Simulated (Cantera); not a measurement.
Input (Python, Cantera) and output of one run.

```python
import numpy as np
import cantera as ct

gas_names = """
    Br Br2 Ca CaBr CaBr2 CaO CaOH CaO2H2 Ca2 H HBr HNO HNO2 HNO3 HO2 H2 H2O H2O2 N NH NH2 NH3 NH2OH NO
    NO2 NO3 N2 N2H2 N2H4 N2O O OH O2 O3
""".split()
cond_names = """
    Br2(cr) Br2(L) Ca(a) Ca(b) Ca(L) CaBr2(s) CaBr2(L) CaO(s) CaO(L) CaO2H2(s) H2O(s) H2O(L)
""".split()


# ... load() reads the species with a 1 bar reference pressure and builds the phases ...
atoms = {
    'CaO': {'Ca': 1, 'O': 1},
    'HBr': {'H': 1, 'Br': 1},
    'N2': {'N': 2},
}
top_T = {}  # K; cautious upper limits of use, not melting points


# ... equilibrate(T, P, feed) seeds the gas with the atoms and calls Mixture.equilibrate('TP', solver="vcs", rtol=1e-11, max_steps=5000) ...
results = []
feed = {'CaO': 1, 'HBr': 19, 'N2': 33}  # mol
T = 1200  # K
for P in [1, 3.6, 13, 46, 170, 600, 2200, 7700, 28000, 100000]:
    mix = equilibrate(T, P, feed)
    results.append((T, P, feed, dict(zip(mix.species_names, mix.species_moles))))

top = {s: max(r[3][s] / sum(r[3][g] for g in gas_names) for r in results) for s in gas_names}
cols = sorted((s for s in top if top[s] > 1e-06), key=lambda s: -top[s])[:7]
seen = [c for c in cond_names if any(r[3].get(c, 0) > 1e-12 for r in results)]
print("log10 of partial pressures in bar; condensed amounts in mol")
print(f"{'P/Pa':>10s}" + "".join(f"{s[:9]:>10s}" for s in cols + seen))
for T, P, feed, n in results:
    ng = sum(n[g] for g in gas_names)
    print(f"{P:10.4g}" + "".join(f"{np.log10(max(n[s] / ng * P / 1e5, 1e-99)):10.3f}" for s in cols)
          + "".join(f"{n.get(c, 0):10.4g}" for c in seen))
```

Result:

```
log10 of partial pressures in bar; condensed amounts in mol
      P/Pa        N2       HBr        Br        H2       H2O     CaBr2       Br2  CaBr2(L)
         1    -5.208    -5.564    -6.334    -6.635    -6.726    -6.726    -9.896         0
       3.6    -4.648    -4.981    -5.946    -6.246    -6.167    -6.167    -9.119         0
        13    -4.088    -4.406    -5.562    -5.862    -5.607    -5.607    -8.352         0
        46    -3.538    -3.845    -5.189    -5.487    -5.056    -5.056    -7.607         0
       170    -2.969    -3.270    -4.807    -5.100    -4.488    -4.488    -6.842         0
       600    -2.417    -2.714    -4.440    -4.723    -3.936    -4.174    -6.108    0.4228
      2200    -1.849    -2.143    -4.067    -4.326    -3.367    -4.174    -5.362     0.844
      7700    -1.303    -1.596    -3.718    -3.930    -2.822    -4.174    -4.664    0.9556
   2.8e+04    -0.742    -1.033    -3.373    -3.497    -2.261    -4.174    -3.973    0.9878
     1e+05    -0.189    -0.480    -3.049    -3.037    -1.708    -4.174    -3.326    0.9966
```

These are equilibrium values from Cantera (NASA tables, ideal gas, pure condensed phases), not measurements of a reactor.
